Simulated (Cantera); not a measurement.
A Cantera script and its output.

```python
import numpy as np
import cantera as ct

gas = ct.Solution("gri30.yaml")
gas.TPX = 473, 120000, {'C3H8': 1, 'O2': 5.43, 'N2': 20.4}
inlet = ct.Reservoir(gas, clone=True)
gas.equilibrate("HP")  # start burning
reactor = ct.IdealGasConstPressureReactor(gas, energy="on", clone=False)
exhaust = ct.Reservoir(gas, clone=True)
tau = [0.053, 0.02, 0.0075, 0.0028, 0.0011, 0.00041, 0.00015, 5.8e-05, 2.2e-05, 8.2e-06, 3.1e-06][0]
for a, b in ((inlet, reactor), (reactor, exhaust)):
    ct.MassFlowController(a, b, mdot=lambda t: reactor.mass / tau)
net = ct.ReactorNet([reactor])
show = ['C3H8', 'O2', 'CH4', 'O', 'C2H2', 'H', 'C2H']

rows = []
print(f"{'tau/s':>10s}{'T/K':>9s}" + "".join(f"{s:>11s}" for s in show))
for tau in [0.053, 0.02, 0.0075, 0.0028, 0.0011, 0.00041, 0.00015, 5.8e-05, 2.2e-05, 8.2e-06, 3.1e-06]:
    net.initial_time = 0.0
    net.advance(30 * tau)
    before = gas.X
    net.advance(40 * tau)
    drift = np.max(np.abs(gas.X - before) / (gas.X + 1e-9))
    rows.append([gas.T, *gas[show].X, drift])
    print(f"{tau:10.3e}{gas.T:9.1f}" + "".join(f"{x:11.3e}" for x in gas[show].X))
```

Output:

```
     tau/s      T/K       C3H8         O2        CH4          O       C2H2          H        C2H
 5.300e-02   2283.9  2.238e-07  1.895e-02  2.067e-07  7.835e-04  1.142e-06  5.555e-04  1.046e-08
 2.000e-02   2262.6  5.473e-07  2.034e-02  3.954e-07  1.027e-03  2.174e-06  7.927e-04  2.169e-08
 7.500e-03   2223.6  1.278e-06  2.237e-02  6.742e-07  1.500e-03  3.567e-06  1.313e-03  3.925e-08
 2.800e-03   2167.3  2.867e-06  2.497e-02  1.153e-06  2.270e-03  5.420e-06  2.286e-03  6.389e-08
 1.100e-03   2101.8  6.130e-06  2.781e-02  2.146e-06  3.242e-03  8.168e-06  3.719e-03  9.698e-08
 4.100e-04   2024.4  1.426e-05  3.127e-02  5.016e-06  4.340e-03  1.390e-05  5.656e-03  1.535e-07
 1.500e-04   1937.1  3.794e-05  3.622e-02  1.545e-05  5.030e-03  2.974e-05  7.401e-03  2.701e-07
 5.800e-05   1818.3  1.352e-04  4.680e-02  7.592e-05  4.024e-03  1.031e-04  7.049e-03  5.534e-07
 2.200e-05    473.0  3.727e-02  2.024e-01 -1.792e-17 -1.588e-29 -6.817e-18  8.017e-28 -7.739e-46
 8.200e-06    473.0  3.727e-02  2.024e-01 -1.166e-20 -7.010e-33 -4.435e-21  2.911e-31  4.424e-52
 3.100e-06    473.0  3.727e-02  2.024e-01 -7.364e-22 -1.573e-33 -2.801e-22  1.710e-32  6.041e-55
```

Detailed kinetics in Cantera: GRI-Mech 3.0 (53 species, 325 reactions). GRI-Mech 3.0 was tuned for natural gas; its chemistry of propane as a main component is partial and can be far from experiment.
